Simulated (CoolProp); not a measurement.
Octamethylcyclotetrasiloxane (D4) at several states: density (kg/m³) from the reference equation and from simpler models built on Tc = 313.4 °C, pc = 1.347 MPa, ω = 0.598; each cubic takes its own stable root.

Computed with CoolProp (reference Helmholtz-energy equation of state, Thol 2015).

```csv
T (°C),p (MPa),phase,reference,van der Waals,Redlich-Kwong,Soave-Redlich-Kwong,Peng-Robinson
328.75,0.025,gas,1.491,1.489,1.491,1.490,1.491
108.75,1.51,liquid,856.6,501.1,724.1,777.8,875.9
121.25,0.0431,liquid,837.1,3.996,4.035,759.1,856.5
237.85,0.118,gas,8.709,8.558,8.632,8.690,8.724
88.25,0.0841,liquid,877.4,8.833,734.2,790.7,890.4
```

At some of these states van der Waals, Redlich-Kwong gives the other phase, because its saturation line lies elsewhere.
